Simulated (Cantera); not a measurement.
**Fe₃O₄ + H₂ + N₂ (hydrogen reduction and annealing atmospheres)**

Input: 1 mol Fe₃O₄, 450 mol H₂, 16 mol N₂, held at 75.0 Torr.

These are equilibrium values from Cantera (NASA tables, ideal gas, pure condensed phases), not measurements of a reactor. Candidate condensed phases: Fe, FeO, Fe(OH)₂, Fe(OH)₃, Fe₂O₃, Fe₃O₄, H₂O; 27 gas species. The numbers say what is thermodynamically allowed, not how fast it happens.

| T (K) | x H₂ | x N₂ | x H₂O | x H | x Fe | n Fe(α) | n Fe(γ) | n Fe(δ) |
|---|---|---|---|---|---|---|---|---|
| 1050 | 0.957 | 0.0343 | 0.00858 | 2.51e-8 | 1.53e-12 | 3.00 | 0 | 0 |
| 1100 | 0.957 | 0.0343 | 0.00858 | 8.00e-8 | 1.26e-11 | 3.00 | 0 | 0 |
| 1150 | 0.957 | 0.0343 | 0.00858 | 2.31e-7 | 8.59e-11 | 3.00 | 0 | 0 |
| 1200 | 0.957 | 0.0343 | 0.00858 | 6.11e-7 | 4.96e-10 | 0 | 3.00 | 0 |
| 1250 | 0.957 | 0.0343 | 0.00858 | 1.50e-6 | 2.48e-9 | 0 | 3.00 | 0 |
| 1300 | 0.957 | 0.0343 | 0.00858 | 3.42e-6 | 1.09e-8 | 0 | 3.00 | 0 |
| 1350 | 0.957 | 0.0343 | 0.00858 | 7.37e-6 | 4.30e-8 | 0 | 3.00 | 0 |
| 1400 | 0.957 | 0.0343 | 0.00858 | 1.50e-5 | 1.53e-7 | 0 | 3.00 | 0 |
| 1450 | 0.957 | 0.0343 | 0.00858 | 2.93e-5 | 4.99e-7 | 0 | 3.00 | 0 |
| 1500 | 0.957 | 0.0343 | 0.00858 | 5.45e-5 | 1.50e-6 | 0 | 3.00 | 0 |
| 1550 | 0.957 | 0.0343 | 0.00858 | 9.74e-5 | 4.19e-6 | 0 | 3.00 | 0 |
| 1600 | 0.957 | 0.0343 | 0.00858 | 0.000168 | 1.10e-5 | 0 | 2.99 | 0 |
| 1650 | 0.957 | 0.0343 | 0.00858 | 0.000281 | 2.70e-5 | 0 | 2.99 | 0 |
| 1700 | 0.957 | 0.0343 | 0.00858 | 0.000456 | 6.29e-5 | 0 | 0 | 2.97 |
x: gas mole fraction; n: condensed amount in mol.

From 1050 K to 1150 K the condensed part is Fe(α). From 1200 K to 1650 K the condensed part is Fe(γ). At 1700 K the condensed part is Fe(δ).
